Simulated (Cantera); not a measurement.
Charge: 1 mol CH₃SiCl₃, 2.7 mol HCl, a varied amount of H₂, equilibrated at 1798.15 K and 0.300 bar.

Cantera equilibrium calculation (NASA polynomials, part measured and part estimated; ideal gas, pure solids and liquids). Candidate condensed phases: C, C₆H₆, C₇H₈, C₈H₁₈, Si, SiC; 109 gas species. The feed counts by its element totals alone. The tables' values for SiCl₃ are old estimates; treat these amounts as uncertain. Kinetics and transport are ignored.

x: gas mole fraction; n: condensed amount in mol.

```json
[
 {"n(H₂) (mol)": "39", "x H₂": "0.873", "x HCl": "0.125", "x SiCl₂": "0.00132", "x H": "0.000601", "x CH₄": "0.000177", "x C₂H₂ (acetylene)": "0.000151", "x Cl": "6.57e-5", "n C(graphite)": "0.0400", "n SiC(s)": "0.938"},
 {"n(H₂) (mol)": "72", "x H₂": "0.926", "x HCl": "0.0724", "x SiCl₂": "0.000451", "x H": "0.000619", "x CH₄": "0.000185", "x C₂H₂ (acetylene)": "0.000138", "x Cl": "3.71e-5", "n C(graphite)": "0", "n SiC(s)": "0.964"},
 {"n(H₂) (mol)": "110", "x H₂": "0.950", "x HCl": "0.0487", "x SiCl₂": "0.000279", "x H": "0.000627", "x CH₄": "0.000139", "x C₂H₂ (acetylene)": "7.20e-5", "x Cl": "2.46e-5", "n C(graphite)": "0", "n SiC(s)": "0.967"},
 {"n(H₂) (mol)": "140", "x H₂": "0.960", "x HCl": "___", "x SiCl₂": "___", "x H": "0.000631", "x CH₄": "___", "x C₂H₂ (acetylene)": "___", "x Cl": "___", "n C(graphite)": "0", "n SiC(s)": "0.968"},
 {"n(H₂) (mol)": "170", "x H₂": "0.967", "x HCl": "0.0321", "x SiCl₂": "0.000170", "x H": "0.000633", "x CH₄": "0.000101", "x C₂H₂ (acetylene)": "3.60e-5", "x Cl": "1.61e-5", "n C(graphite)": "0", "n SiC(s)": "0.969"},
 {"n(H₂) (mol)": "200", "x H₂": "0.972", "x HCl": "0.0274", "x SiCl₂": "0.000141", "x H": "0.000634", "x CH₄": "8.90e-5", "x C₂H₂ (acetylene)": "2.77e-5", "x Cl": "1.37e-5", "n C(graphite)": "0", "n SiC(s)": "0.970"},
 {"n(H₂) (mol)": "240", "x H₂": "0.976", "x HCl": "___", "x SiCl₂": "___", "x H": "0.000636", "x CH₄": "___", "x C₂H₂ (acetylene)": "___", "x Cl": "___", "n C(graphite)": "0", "n SiC(s)": "0.971"},
 {"n(H₂) (mol)": "270", "x H₂": "0.979", "x HCl": "0.0205", "x SiCl₂": "0.000100", "x H": "0.000637", "x CH₄": "7.03e-5", "x C₂H₂ (acetylene)": "1.69e-5", "x Cl": "1.02e-5", "n C(graphite)": "0", "n SiC(s)": "0.971"},
 {"n(H₂) (mol)": "300", "x H₂": "0.981", "x HCl": "0.0185", "x SiCl₂": "8.88e-5", "x H": "0.000637", "x CH₄": "6.47e-5", "x C₂H₂ (acetylene)": "1.42e-5", "x Cl": "9.18e-6", "n C(graphite)": "0", "n SiC(s)": "0.971"},
 {"n(H₂) (mol)": "340", "x H₂": "0.983", "x HCl": "0.0163", "x SiCl₂": "7.70e-5", "x H": "0.000638", "x CH₄": "5.85e-5", "x C₂H₂ (acetylene)": "1.15e-5", "x Cl": "8.11e-6", "n C(graphite)": "0", "n SiC(s)": "0.971"},
 {"n(H₂) (mol)": "370", "x H₂": "0.984", "x HCl": "0.0150", "x SiCl₂": "6.98e-5", "x H": "0.000639", "x CH₄": "5.47e-5", "x C₂H₂ (acetylene)": "1.00e-5", "x Cl": "7.46e-6", "n C(graphite)": "0", "n SiC(s)": "0.972"}
]
```

Fill in the missing entries.


- 240, x HCl: 0.0229
- 240, x SiCl₂: 0.000115
- 240, x CH₄: 7.72e-5
- 240, x C₂H₂ (acetylene): 2.05e-5
- 240, x Cl: 1.14e-5
- 140, x HCl: 0.0387
- 140, x SiCl₂: 0.000212
- 140, x CH₄: 0.000117
- 140, x C₂H₂ (acetylene): 4.92e-5
- 140, x Cl: 1.94e-5
